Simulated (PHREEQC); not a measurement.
Consider water at 25 °C with 0.05 mol CdCl2, 5.1e-05 mol NiCl2, 0.00033 mol H2SO4 and 0.00066 mol Na2SO4 per kg of water. Closed to the air; pH follows from the charge balance.

Model: ion-association model, wateq4f.dat, run in PHREEQC.

Each row changes one thing in this solution. No solid was allowed to form.

```
case                                                pH  ionic strength (mol/kgw)  Cl- (mol/kgw)  CdCl+ (mol/kgw)  Cd+2 (mol/kgw)  CdCl2 (mol/kgw)  SI of CdOHCl (CdOHCl)  SI of Halite (NaCl)
------------------------------------------------  ----  ------------------------  -------------  ---------------  --------------  ---------------  ---------------------  -------------------
as made                                           3.27                    0.0749         0.0592           0.0310          0.0138          0.00470                  -3.84                -5.89
diluted 10-fold with water                        4.22                    0.0118        0.00826          0.00166         0.00327          4.55e-5                  -4.11                -7.64
diluted 100-fold with water                       5.20                   0.00145       0.000965          3.60e-5        0.000463          1.33e-7                  -4.77                -9.51
H2SO4 replaced by Fe2(SO4)3 at the same molality  3.30                    0.0769         0.0594           0.0308          0.0137          0.00467                  -3.81                -5.89
CdCl2 from 0.05 to 0.005 mol/kgw                  3.24                    0.0138        0.00844          0.00157         0.00314          4.34e-5                  -5.11                -6.64
```

Complexes and solids missing from the database can't appear. Some of these states are supersaturated (in Jarosite-Na, Hematite (slow to form), for instance).
